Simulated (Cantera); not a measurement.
Feed: 1 mol SiH4, 2.8 mol N2O, 6.7 mol N2, equilibrated at 13.0 Pa.

Cantera equilibrium calculation (NASA polynomials, part measured and part estimated; ideal gas, pure solids and liquids). Candidate condensed phases: H2O, Si, SiO2, Si2N2O, Si3N4; 35 gas species. The numbers say what is thermodynamically allowed, not how fast it happens. All values below are at 1050 K.

Base state: N2 0.826, H2 0.104, H2O 0.0696 (mole fractions); condensed: SiO2(β-quartz).

### Question
What changes in the equilibrium state with this change: N2O from 2.8 to 0.19 mol?

### Answer
```tsv
species	before	after
N2	0.826	0.759
H2	0.104	0.241
H2O	0.0696	<1e-9
SiO2(β-quartz), mol	1.00	0
Si2N2O(s), mol	0	0.190
Si3N4(s), mol	0	0.207
```
Mutual solubility and eutectic melting of coexisting phases are not modelled.
